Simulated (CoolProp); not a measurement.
Values from CoolProp's reference Helmholtz-energy equation of state, Schmidt 1985.

Problem. Give the vapour pressure (MPa), vapour density (kg/m³), surface tension (mN/m), vapour viscosity (µPa s) of saturated oxygen at -152.55 °C.

Solution. 
| T (°C) | p (MPa) | vapour density (kg/m³) | surface tension (mN/m) | vapour viscosity (µPa s) |
|---|---|---|---|---|
| -152.55 | 1.06 | 40.7 | 6.01 | 9.48 |

Viscosity comes from a separate model (Lemmon 2004). Surface tension comes from a separate correlation (Mulero 2012).
